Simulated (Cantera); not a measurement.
A closed system holds: 1 mol PbO, 0.22 mol H2O, 0.31 mol O2, held at 1402 °C and 32.0 mbar.

Equilibrium computed with Cantera from the NASA thermochemical tables; the gas is ideal and each condensed phase is pure. Candidate condensed phases: H2O, Pb, PbO, PbO2, Pb3O4; 12 gas species. Gases not in the tables: (PbO)n polymers. The numbers say what is thermodynamically allowed, not how fast it happens.

Base state: PbO 0.537, O2 0.237, H2O 0.137, Pb 0.0881, OH 0.000874, O 9.31e-5, H2 2.42e-5 (mole fractions); condensed: gas only.

Task: What changes in the equilibrium state with this change: temperature from 1402 °C to 577 °C?

Result: 
```csv
species,before,after
O2,0.237,0.585
H2O,0.137,0.415
PbO,0.537,2.60e-8
Pb,0.0881,<1e-9
O,9.31e-5,<1e-9
OH,0.000874,2.28e-8
H2,2.42e-5,<1e-9
"PbO(yellow), mol",0,1.00
```
